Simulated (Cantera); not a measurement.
Feed: 1 mol Fe2O3, 3 mol HCl, at 527 °C and 0.160 bar.

Equilibrium computed with Cantera from the NASA thermochemical tables; the gas is ideal and each condensed phase is pure. Candidate condensed phases: Fe, FeCl2, FeCl3, FeO, Fe(OH)2, Fe(OH)3, Fe2O3, Fe3O4, H2O; 22 gas species. Condensed phases not in the tables: FeOCl. The numbers say what is thermodynamically allowed, not how fast it happens.

Base state: HCl 0.962, H2O 0.0241, FeCl3 0.0110, Fe2Cl6 0.00240, FeCl2 0.000284, Cl2 0.000153, Fe2Cl4 1.11e-5 (mole fractions); condensed: Fe2O3(s).

Problem. What changes in the equilibrium state with this change: temperature from 527 °C to 1177 °C?

Solution. 
| species | before | after |
|---|---|---|
| HCl | 0.962 | 0.723 |
| H2O | 0.0241 | 0.131 |
| FeCl2 | 0.000284 | 0.0957 |
| O2 | <1e-9 | 0.0178 |
| FeCl3 | 0.0110 | 0.0155 |
| OH | <1e-9 | 4.88e-5 |
| Cl | 2.89e-7 | 0.00910 |
| ClO | <1e-9 | 1.27e-5 |
| Fe2O3(s), mol | 0.976 | 0.830 |

Problem. What changes in the equilibrium state with this change: temperature from 527 °C to 502 °C?

Solution. 
```
species          before     after
-------------  --------  --------
HCl               0.962     0.965
H2O              0.0241    0.0228
FeCl3            0.0110   0.00887
FeCl2          0.000284  0.000171
Cl2            0.000153   9.36e-5
Fe2O3(s), mol     0.976     0.977
```
